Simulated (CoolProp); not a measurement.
Saturated liquid density (kg/m³) of water: the reference equation beside estimates from Tc = 647.1 K, pc = 22.06 MPa, ω = 0.344. Rackett uses Z = 0.29056 − 0.08775 ω.

The numbers come from the reference Helmholtz-energy equation of state, Wagner 2002 in CoolProp.

```tsv
T (K)	reference	Rackett	van der Waals
323.1	988.0	856.2	484.5
337.9	980.7	843.8	478.3
352.7	972.0	831.1	471.8
367.5	962.3	818.1	465.1
382.4	951.5	804.8	458.2
397.2	939.8	791.2	451.1
412	927.2	777.3	443.7
426.8	913.6	763.0	436.0
441.6	899.0	748.3	428.0
456.5	883.4	733.0	419.7
471.3	866.8	717.3	411.0
486.1	849.1	701.0	401.9
```

Absolute difference from the reference over all 12 rows, mean and median: Rackett 15.8 and 16.0 %, van der Waals 52.0 and 52.1 %.
